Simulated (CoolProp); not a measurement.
Vapour pressure (MPa) of hexamethyldisiloxane (MM): the reference equation beside estimates from Tc = 518.7 K, pc = 1.931 MPa, ω = 0.418. Clausius-Clapeyron is anchored at 391.4 K with a constant enthalpy of vaporisation of 29.72 kJ/mol.

Values from CoolProp's reference Helmholtz-energy equation of state, Thol 2016.

```json
[
 {"T (K)": "391.4", "reference": "0.1649", "Lee-Kesler": "0.1661", "Clausius-Clapeyron": "0.1649", "Redlich-Kwong": "0.3086", "Soave-Redlich-Kwong": "0.1662", "Peng-Robinson": "0.1651"},
 {"T (K)": "397.4", "reference": "0.1922", "Lee-Kesler": "0.1937", "Clausius-Clapeyron": "0.1893", "Redlich-Kwong": "0.3463", "Soave-Redlich-Kwong": "0.1941", "Peng-Robinson": "0.1925"},
 {"T (K)": "403.4", "reference": "0.2228", "Lee-Kesler": "0.2248", "Clausius-Clapeyron": "0.2164", "Redlich-Kwong": "0.3871", "Soave-Redlich-Kwong": "0.2255", "Peng-Robinson": "0.2233"},
 {"T (K)": "409.5", "reference": "0.2577", "Lee-Kesler": "0.2601", "Clausius-Clapeyron": "0.2469", "Redlich-Kwong": "0.4319", "Soave-Redlich-Kwong": "0.2612", "Peng-Robinson": "0.2584"},
 {"T (K)": "415.5", "reference": "0.2958", "Lee-Kesler": "0.2987", "Clausius-Clapeyron": "0.2801", "Redlich-Kwong": "0.4793", "Soave-Redlich-Kwong": "0.3004", "Peng-Robinson": "0.2970"},
 {"T (K)": "421.6", "reference": "0.3388", "Lee-Kesler": "0.3423", "Clausius-Clapeyron": "0.3172", "Redlich-Kwong": "0.5311", "Soave-Redlich-Kwong": "0.3447", "Peng-Robinson": "0.3405"},
 {"T (K)": "427.6", "reference": "0.3856", "Lee-Kesler": "0.3897", "Clausius-Clapeyron": "0.3573", "Redlich-Kwong": "0.5857", "Soave-Redlich-Kwong": "0.3930", "Peng-Robinson": "0.3880"},
 {"T (K)": "433.7", "reference": "0.4381", "Lee-Kesler": "0.4427", "Clausius-Clapeyron": "0.4019", "Redlich-Kwong": "0.6449", "Soave-Redlich-Kwong": "0.4471", "Peng-Robinson": "0.4414"},
 {"T (K)": "439.7", "reference": "0.4948", "Lee-Kesler": "…", "Clausius-Clapeyron": "0.4498", "Redlich-Kwong": "0.7071", "Soave-Redlich-Kwong": "0.5057", "Peng-Robinson": "0.4991"},
 {"T (K)": "445.8", "reference": "0.5580", "Lee-Kesler": "0.5639", "Clausius-Clapeyron": "0.5027", "Redlich-Kwong": "0.7743", "Soave-Redlich-Kwong": "0.5709", "Peng-Robinson": "0.5635"},
 {"T (K)": "451.8", "reference": "0.6260", "Lee-Kesler": "…", "Clausius-Clapeyron": "0.5591", "Redlich-Kwong": "0.8445", "Soave-Redlich-Kwong": "0.6411", "Peng-Robinson": "0.6329"},
 {"T (K)": "457.9", "reference": "0.7014", "Lee-Kesler": "0.7086", "Clausius-Clapeyron": "0.6213", "Redlich-Kwong": "0.9201", "Soave-Redlich-Kwong": "0.7189", "Peng-Robinson": "…"},
 {"T (K)": "463.9", "reference": "0.7822", "Lee-Kesler": "0.7901", "Clausius-Clapeyron": "0.6873", "Redlich-Kwong": "0.9987", "Soave-Redlich-Kwong": "0.8021", "Peng-Robinson": "0.7925"}
]
```

Q: Complete the blanks.

A: 
- 439.7, Lee-Kesler: 0.5001
- 451.8, Lee-Kesler: 0.6325
- 457.9, Peng-Robinson: 0.7099

Absolute difference from the reference over all 13 rows, mean and median: Lee-Kesler 1.0 and 1.0 %, Clausius-Clapeyron 6.9 and 7.3 %, Redlich-Kwong 54.0 and 51.9 %, Soave-Redlich-Kwong 1.8 and 1.9 %, Peng-Robinson 0.7 and 0.6 %.
